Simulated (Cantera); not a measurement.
Feed: 1 mol SiC, 1.5 mol N2O, 29 mol N2, held at 0.0825 Torr.

Equilibrium computed with Cantera from the NASA thermochemical tables; the gas is ideal and each condensed phase is pure. Candidate condensed phases: C, Si, SiC, SiO2, Si2N2O, Si3N4; 34 gas species. Mutual solubility and eutectic melting of coexisting phases are not modelled. Kinetics and transport are ignored.

x: gas mole fraction; n: condensed amount in mol.

```json
[
 {"T (K)": "950", "x N2": "0.968", "x CO": "0.0323", "x SiO": "2.01e-11", "x Si": "<1e-12", "x CO2": "1.92e-7", "n Si2N2O(s)": "0.500", "n C(graphite)": "0", "n SiC(s)": "0"},
 {"T (K)": "1000", "x N2": "0.968", "x CO": "0.0323", "x SiO": "2.89e-10", "x Si": "<1e-12", "x CO2": "6.49e-8", "n Si2N2O(s)": "0.500", "n C(graphite)": "0", "n SiC(s)": "0"},
 {"T (K)": "1050", "x N2": "0.968", "x CO": "0.0323", "x SiO": "3.22e-9", "x Si": "<1e-12", "x CO2": "2.45e-8", "n Si2N2O(s)": "0.500", "n C(graphite)": "0", "n SiC(s)": "0"},
 {"T (K)": "1100", "x N2": "0.968", "x CO": "0.0323", "x SiO": "2.87e-8", "x Si": "<1e-12", "x CO2": "1.01e-8", "n Si2N2O(s)": "0.500", "n C(graphite)": "0", "n SiC(s)": "0"},
 {"T (K)": "1150", "x N2": "0.968", "x CO": "0.0323", "x SiO": "2.11e-7", "x Si": "<1e-12", "x CO2": "4.52e-9", "n Si2N2O(s)": "0.500", "n C(graphite)": "0", "n SiC(s)": "0"},
 {"T (K)": "1200", "x N2": "0.968", "x CO": "0.0323", "x SiO": "1.31e-6", "x Si": "2.13e-12", "x CO2": "2.16e-9", "n Si2N2O(s)": "0.500", "n C(graphite)": "0", "n SiC(s)": "0"},
 {"T (K)": "1250", "x N2": "0.968", "x CO": "0.0323", "x SiO": "___", "x Si": "___", "x CO2": "___", "n Si2N2O(s)": "0.500", "n C(graphite)": "___", "n SiC(s)": "0"},
 {"T (K)": "1300", "x N2": "0.968", "x CO": "0.0322", "x SiO": "___", "x Si": "___", "x CO2": "___", "n Si2N2O(s)": "0.499", "n C(graphite)": "0", "n SiC(s)": "___"},
 {"T (K)": "1350", "x N2": "0.968", "x CO": "0.0322", "x SiO": "0.000222", "x Si": "1.84e-8", "x CO2": "8.85e-10", "n Si2N2O(s)": "0.495", "n C(graphite)": "0", "n SiC(s)": "0.00230"},
 {"T (K)": "1400", "x N2": "0.967", "x CO": "0.0318", "x SiO": "0.00119", "x Si": "1.96e-7", "x CO2": "1.04e-9", "n Si2N2O(s)": "0.475", "n C(graphite)": "0", "n SiC(s)": "0.0123"}
]
```

Task: Some entries are withheld; supply them.

Result: 
- 1250, x SiO: 6.98e-6
- 1250, x Si: 6.65e-11
- 1250, x CO2: 1.10e-9
- 1250, n C(graphite): 0.000108
- 1300, x SiO: 3.63e-5
- 1300, x Si: 1.43e-9
- 1300, x CO2: 7.28e-10
- 1300, n SiC(s): 0.000375
